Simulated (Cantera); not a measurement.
## Gas-phase reforming

A perfectly stirred reactor is fed with 30.5 % CH₄, 23.8 % CO₂, 45.7 % H₂, at 22000 Pa; it is held at 2023 K, and followed from long to short residence time.

Model: GRI-Mech 3.0 (53 species, 325 reactions), integrated in Cantera.

```tsv
τ (s)	x CH₄	x CO₂	x H₂	x CH₂O	x HO₂
19	0.000895	0.000121	0.665	2.02e-8	<1e-12
8.0	0.00134	0.000272	0.664	2.45e-8	<1e-12
3.3	0.00204	0.000598	0.661	3.89e-8	<1e-12
1.4	0.00307	0.00121	0.655	8.05e-8	<1e-12
0.59	0.00465	0.00227	0.646	1.94e-7	<1e-12
0.25	0.00701	0.00400	0.632	4.72e-7	<1e-12
0.10	0.0109	0.00691	0.611	1.17e-6	2.40e-12
0.043	0.0164	0.0112	0.586	2.52e-6	4.87e-12
0.018	0.0253	0.0190	0.559	5.16e-6	8.44e-12
0.0075	0.0402	0.0346	0.538	9.79e-6	1.21e-11
```
x: mole fraction; the columns are a selection and need not sum to one.
